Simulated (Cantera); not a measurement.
Input (Python, Cantera):

```python
import numpy as np
import cantera as ct

gas = ct.Solution("gri30.yaml")
gas.TPX = 975, 89000, {'H2': 1.5, 'O2': 1, 'N2': 2.2}
reactor = ct.IdealGasConstPressureReactor(gas, energy="off", clone=False)
net = ct.ReactorNet([reactor])
net.rtol, net.atol = 1e-08, 1e-18
show = ['H2', 'O2', 'HO2', 'NO', 'NO2']
times = np.geomspace(1e-05, 100, 9)

steps = ct.SolutionArray(gas, extra=["t"])
rows = []
print(f"{'t/s':>10s}{'T/K':>9s}{'P/Pa':>11s}" + "".join(f"{s:>11s}" for s in show))
for t in times:
    while net.time < t:
        t_next = net.step()
        steps.append(gas.state, t=t_next)
    rows.append([np.interp(t, steps.t, y) for y in (steps.T, steps.P, *steps(*show).X.T)])
    print(f"{t:10.3e}{rows[-1][0]:9.1f}{rows[-1][1]:11.4g}" + "".join(f"{x:11.3e}" for x in rows[-1][2:]))
rate = np.gradient(steps.T, steps.t)
print("integrator steps:", len(steps.t))
if steps.T.max() > steps.T[0] + 200:
    print(f"time of steepest temperature rise: {steps.t[rate.argmax()]:.4e} s")
gas.TPX = 975, 89000, {'H2': 1.5, 'O2': 1, 'N2': 2.2}
gas.equilibrate("TP")
print(f"equilibrium (TP): T = {gas.T:.1f} K  " + "  ".join(f"{s} {gas[s].X[0]:.3e}" for s in show))
```

Result:

```
       t/s      T/K       P/Pa         H2         O2        HO2         NO        NO2
 1.000e-05    975.0    8.9e+04  3.191e-01  2.128e-01  3.597e-10  3.981e-24  7.824e-32
 7.499e-05    975.0    8.9e+04  3.191e-01  2.128e-01  1.883e-08  1.129e-20  5.297e-26
 5.623e-04    975.0    8.9e+04  1.817e-01  1.482e-01  2.343e-04  6.159e-08  2.395e-09
 4.217e-03    975.0    8.9e+04  1.798e-01  1.474e-01  5.880e-05  1.577e-08  4.833e-08
 3.162e-02    975.0    8.9e+04  1.690e-01  1.420e-01  9.944e-05  2.513e-08  3.921e-08
 2.371e-01    975.0    8.9e+04  7.879e-02  9.990e-02  7.576e-05  2.072e-08  4.568e-08
 1.778e+00    975.0    8.9e+04  9.133e-04  6.371e-02  6.021e-06  2.925e-09  6.586e-08
 1.334e+01    975.0    8.9e+04  1.598e-05  6.330e-02  2.354e-07  7.664e-10  6.806e-08
 1.000e+02    975.0    8.9e+04  6.963e-11  6.329e-02  4.898e-10  6.644e-08  2.408e-09
integrator steps: 2803
equilibrium (TP): T = 975.0 K  H2 6.556e-11  O2 6.329e-02  HO2 4.757e-10  NO 1.095e-05  NO2 3.637e-07
```

Model: GRI-Mech 3.0 (53 species, 325 reactions), integrated in Cantera. The temperature is held fixed by assumption; the heat of reaction is taken as removed at once.
